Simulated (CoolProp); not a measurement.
The numbers come from the reference Helmholtz-energy equation of state, Lemmon 2006 in CoolProp. It is a short technical equation, of lower accuracy than the large ones.

Task: For C2F6 (R116), give the phase and the cv (kJ/(kg K)), viscosity (µPa s) at 350.6 K and 0.0989 MPa; 396.4 K and 0.0103 MPa; 232.1 K and 0.945 MPa.

Result: 
- 350.6 K and 0.0989 MPa: gas; cv 0.789, viscosity 16.5
- 396.4 K and 0.0103 MPa: gas; cv 0.846, viscosity 18.4
- 232.1 K and 0.945 MPa: liquid; cv 0.679, viscosity 227

Viscosity comes from a separate model (Huber 2003), an estimate that may be off by 10 % or more.
